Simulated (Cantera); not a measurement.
A perfectly stirred reactor is fed with 54.3 % NO, 45.7 % N2, at 1330 Pa; it is held at 1900 K, and followed from long to short residence time.

Model: GRI-Mech 3.0 (53 species, 325 reactions), integrated in Cantera. Radical loss at walls, strong at low pressure, is not modelled.

x: mole fraction; the columns are a selection and need not sum to one.

```
τ (s)    x NO       x O      x O2    x NO2       x N2O   x N2
------  -----  --------  --------  -------  ----------  -----
27      0.324  0.000908     0.109  5.38e-5  (withheld)  0.566
8.1     0.466  0.000604    0.0381  4.45e-5  (withheld)  0.495
2.5     0.521  0.000417    0.0107  2.76e-5     8.98e-5  0.467
0.75    0.537  0.000324   0.00280  1.87e-5     9.62e-5  0.459
0.23    0.542  0.000250  0.000661  1.43e-5     8.90e-5  0.457
0.070   0.543  0.000145  0.000102  9.27e-6  (withheld)  0.457
0.021   0.543   5.02e-5   8.32e-6  3.17e-6  (withheld)  0.457
0.0065  0.543   1.46e-5   6.50e-7  5.71e-7  (withheld)  0.457
```

### Question
Fill in the missing entries.

### Answer

- 27, x N2O: 2.77e-5
- 8.1, x N2O: 6.59e-5
- 0.070, x N2O: 6.55e-5
- 0.021, x N2O: 3.29e-5
- 0.0065, x N2O: 1.25e-5
